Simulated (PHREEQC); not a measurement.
Solution (20 °C): 0.017 mol/kgw MgSO4, 0.016 mol/kgw H2SO4 and 0.00023 mol/kgw Cd(NO3)2. Closed to the air; pH follows from the charge balance.

Equilibrium calculation in PHREEQC: ion-association model, wateq4f.dat.

Precipitation was switched off in this run.

**Question.** What pH, ionic strength does the model give?

**Answer.** pH 1.77; ionic strength 0.0678 mol/kgw.

**Question.** In which forms is Cd present?

**Answer.** Cd+2 54 %, CdSO4 39 %, Cd(SO4)2-2 6.8 % of the Cd.

Complexes and solids missing from the database can't appear.
